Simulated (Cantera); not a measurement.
A perfectly stirred reactor is fed with CH4 : H2O : H2 = 1 : 3.1 : 1.8 (molar parts), at 5.00 bar; it is held at 2200 K, and followed from long to short residence time.

Cantera simulation using GRI-Mech 3.0 (53 species, 325 reactions); the numbers are that mechanism's predictions, not measurements.

Problem. What does this change do: temperature 2200 to 1775 K?

Solution. 
```json
[
 {"quantity": "x(CH4) at τ = 0.890 s", "before": "9.82e-5", "after": "0.0145"},
 {"quantity": "x(H2O) at τ = 0.890 s", "before": "0.256", "after": "0.287"},
 {"quantity": "x(H2) at τ = 0.890 s", "before": "0.615", "after": "0.586"},
 {"quantity": "x(H2O2) at τ = 0.890 s", "before": "4.14e-10", "after": "4.76e-12"},
 {"quantity": "x(CO) at τ = 0.890 s", "before": "0.117", "after": "0.0957"},
 {"quantity": "x(CH4) at τ = 11.0 ms", "before": "0.00490", "after": "0.0700"},
 {"quantity": "x(H2O) at τ = 11.0 ms", "before": "0.269", "after": "0.455"},
 {"quantity": "x(H2) at τ = 11.0 ms", "before": "0.603", "after": "0.425"},
 {"quantity": "x(H2O2) at τ = 11.0 ms", "before": "4.56e-10", "after": "1.49e-11"},
 {"quantity": "x(CO) at τ = 11.0 ms", "before": "0.110", "after": "0.0135"}
]
```

Problem. What does this change do: temperature 2200 to 2050 K?

Solution. 
```tsv
quantity	before	after
x(CH4) at τ = 0.890 s	9.82e-5	0.000660
x(H2O) at τ = 0.890 s	0.256	0.257
x(H2) at τ = 0.890 s	0.615	0.616
x(H2O2) at τ = 0.890 s	4.14e-10	9.69e-11
x(CO) at τ = 0.890 s	0.117	0.116
x(CH4) at τ = 11.0 ms	0.00490	0.0145
x(H2O) at τ = 11.0 ms	0.269	0.306
x(H2) at τ = 11.0 ms	0.603	0.571
x(H2O2) at τ = 11.0 ms	4.56e-10	1.48e-10
x(CO) at τ = 11.0 ms	0.110	0.0869
```
